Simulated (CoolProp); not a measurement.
Vapour pressure (bar) of nitrous oxide: the reference equation beside estimates from Tc = 309.5 K, pc = 72.45 bar, ω = 0.161.

Model: reference Helmholtz-energy equation of state, Lemmon 2006, in CoolProp. It is a short technical equation, of lower accuracy than the large ones.

```json
[
 {"T (K)": "237.3", "reference": "10.84", "van der Waals": "22.74", "Peng-Robinson": "10.80"},
 {"T (K)": "242.5", "reference": "12.90", "van der Waals": "25.20", "Peng-Robinson": "12.85"},
 {"T (K)": "247.7", "reference": "15.22", "van der Waals": "?", "Peng-Robinson": "15.17"},
 {"T (K)": "252.9", "reference": "17.84", "van der Waals": "?", "Peng-Robinson": "?"},
 {"T (K)": "258.1", "reference": "20.77", "van der Waals": "33.55", "Peng-Robinson": "?"},
 {"T (K)": "263.3", "reference": "24.03", "van der Waals": "36.68", "Peng-Robinson": "24.01"},
 {"T (K)": "268.5", "reference": "27.66", "van der Waals": "39.98", "Peng-Robinson": "27.66"},
 {"T (K)": "273.7", "reference": "31.66", "van der Waals": "43.45", "Peng-Robinson": "?"},
 {"T (K)": "278.9", "reference": "?", "van der Waals": "47.11", "Peng-Robinson": "36.17"},
 {"T (K)": "284.1", "reference": "40.93", "van der Waals": "50.95", "Peng-Robinson": "41.08"},
 {"T (K)": "289.3", "reference": "46.26", "van der Waals": "?", "Peng-Robinson": "46.46"},
 {"T (K)": "294.5", "reference": "52.09", "van der Waals": "59.20", "Peng-Robinson": "52.35"},
 {"T (K)": "299.7", "reference": "58.49", "van der Waals": "63.60", "Peng-Robinson": "58.77"}
]
```

Complete the blanks.


- 247.7, van der Waals: 27.82
- 252.9, van der Waals: 30.60
- 252.9, Peng-Robinson: 17.79
- 258.1, Peng-Robinson: 20.73
- 273.7, Peng-Robinson: 31.71
- 278.9, reference: 36.08
- 289.3, van der Waals: 54.98

Absolute difference from the reference over all 13 rows, mean and median: van der Waals 50.1 and 44.5 %, Peng-Robinson 0.3 and 0.3 %.
